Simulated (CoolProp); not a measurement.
Vapour-liquid equilibrium of R125 (1) + dimethyl ether (2) at 0.186 MPa; x and y are mole fractions of (1).

Computed with CoolProp (multi-fluid Helmholtz-energy mixture model, Lemmon 2005 and Wu 2011; pair parameters Bell 2016).

| x | bubble temperature, mixture model (K) | bubble temperature, Raoult's law (K) | y, mixture model | y, Raoult's law |
|---|---|---|---|---|
| 0.05 | 262.6 | 261.3 | 0.073 | 0.121 |
| 0.15 | 261.1 | 257.6 | 0.220 | 0.320 |
| 0.25 | 259.3 | 254.3 | 0.367 | 0.474 |
| 0.35 | 257.1 | 251.5 | 0.509 | 0.596 |
| 0.45 | 254.5 | 248.9 | 0.640 | 0.694 |
| 0.55 | 251.6 | 246.6 | 0.756 | 0.774 |
| 0.65 | 248.4 | 244.4 | 0.849 | 0.840 |
| 0.75 | 245.2 | 242.5 | 0.917 | 0.895 |
| 0.85 | 242.1 | 240.7 | 0.964 | 0.942 |
| 0.95 | 239.4 | 239.1 | 0.991 | 0.982 |

The largest gap from Raoult's law is +5.6 K in bubble temperature, at x = 0.45. No azeotrope shows between x = 0.05 and 0.95.

The pair parameters rest on a limited set of measurements; away from them the model extrapolates.
